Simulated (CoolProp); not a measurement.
Aqueous ammonia as a coolant, 11 % by mass, freezing at -15.3 °C, 1 atm.

The numbers come from the Melinder's fits for secondary coolants in CoolProp.

```csv
T (°C),conductivity (W/(m K)),cp (kJ/(kg K)),viscosity (mPa s),density (kg/m³)
-13.7,0.465,4.243,3.41,961.0
-5.4,0.482,4.228,2.42,960.1
2.8,0.496,4.215,1.84,958.6
11.1,0.509,4.204,1.45,956.6
19.4,0.523,4.196,1.17,954.0
27.7,0.539,4.193,0.939,951.0
```
